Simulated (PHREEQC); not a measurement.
**Reverse-osmosis permeate: speciation**

Model water analysis in mmol/kgw, 20 °C, pH 6.14, pe 9.3:

```tsv
constituent	mmol/kgw
Na	0.0878
K	0.114
Ca	0.129
Mg	0.224
Cl	0.37
S(6)	0.0372
Alkalinity (meq/kgw)	0.487
Cu(2)	0.00351
Sr	0.000509
O(0) (counted as O atoms)	0.00031
Pb	0.0111
Si	0.00937
N(5)	0.000876
```

Valence states are taken as typed.

Model: ion-association model, wateq4f.dat, run in PHREEQC.

This is a speciation only: nothing precipitates in the calculation.

Q: Predict the charge-balance error.

A: charge-balance error 0.3 %.

Q: In which forms is Pb present?

A: Pb+2 57 %, PbCO3 22 %, PbHCO3+ 18 %, PbOH+ 1.3 %, PbSO4 0.8 %, PbCl+ 0.6 % of the Pb.

The solution is supersaturated, for example in Cerrusite, so a real one may precipitate; this is no full list.
